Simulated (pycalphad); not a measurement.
**Effect of Hf content in Ti-Hf-B**

Source of the numbers: pycalphad with the COST 507 light-alloy database (1999); pressure 1 atm. These are 1990s assessments: newer ones move some temperatures and phases. Phase fractions are per mole of atoms. Kinetics are ignored, which matters at the lower temperatures.

| alloy | liquidus (K) | first solid | solidus (K) | phases at 850 K |
|---|---|---|---|---|
| Ti-8.15Hf-8.5B (at.%) | 1843 | BM | 1817 | hcp 0.83, BM 0.17 |
| Ti-12.22Hf-8.5B (at.%) | 1838 | BM | 1820 | hcp 0.83, BM 0.17 |
| Ti-16.3Hf-8.5B (at.%) | 1833 | BM | 1824 | hcp 0.83, BM 0.17 |

Database names, with the compositions (at.%) that they take in these runs: BM: Ti 47-50 B 50 Hf 0-3.
